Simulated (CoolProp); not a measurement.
A single-stage vapour-compression cycle with R13: evaporating at 203.15 K (dew point), condensing at 269.15 K (bubble point), superheat 10 K, subcooling 5 K, compressor efficiency 0.75, no pressure losses. Each further row changes one setting.

Computed with CoolProp (reference Helmholtz-energy equation of state, Platzer 1990). This equation is an older, rougher fit; its heat capacities, sound speeds and derivatives of the liquid may be far off and weren't checked against measurements.

```tsv
case	cooling COP	pressure ratio	discharge temperature (K)	refrigerating effect (kJ/kg)	volumetric capacity (kJ/m³)
as stated	___	9.91	321.6	87.8	980
evaporating temperature 208.15 K	1.80	7.88	316.7	89.9	1240
condensing temperature 264.15 K	___	8.68	___	93.5	1040
subcooling 10 K	1.67	9.91	321.6	93.5	1040
superheat 20 K	___	9.91	___	93.5	___
compressor efficiency 0.65	1.36	9.91	___	87.8	980
```

**Question.** Some entries are withheld; supply them.

**Answer.** 
- as stated, cooling COP: 1.57
- condensing temperature 264.15 K, cooling COP: 1.79
- condensing temperature 264.15 K, discharge temperature (K): 314.6
- superheat 20 K, cooling COP: 1.58
- superheat 20 K, discharge temperature (K): 333.1
- superheat 20 K, volumetric capacity (kJ/m³): 988
- compressor efficiency 0.65, discharge temperature (K): 332.8
